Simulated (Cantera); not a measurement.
Feed: 1 mol Si3N4, 0.72 mol H2O, held at 1302 °C and 0.0323 Torr.

These are equilibrium values from Cantera (NASA tables, ideal gas, pure condensed phases), not measurements of a reactor. Candidate condensed phases: H2O, Si, SiO2, Si2N2O, Si3N4; 35 gas species. The numbers say what is thermodynamically allowed, not how fast it happens.

Base state: N2 0.580, SiO 0.209, H2 0.207, H 0.00289, Si 0.00134, Si2N 1.03e-5 (mole fractions); condensed: Si(s).

Problem. What changes in the equilibrium state with this change: 0.38 mol O2 added?

Solution. 
| species | before | after |
|---|---|---|
| N2 | 0.580 | 0.475 |
| SiO | 0.209 | 0.351 |
| H2 | 0.207 | 0.170 |
| H | 0.00289 | 0.00261 |
| Si2N | 1.03e-5 | 9.34e-6 |
| Si | 0.00134 | 0.00134 |
| Si(s), mol | 2.28 | 1.51 |
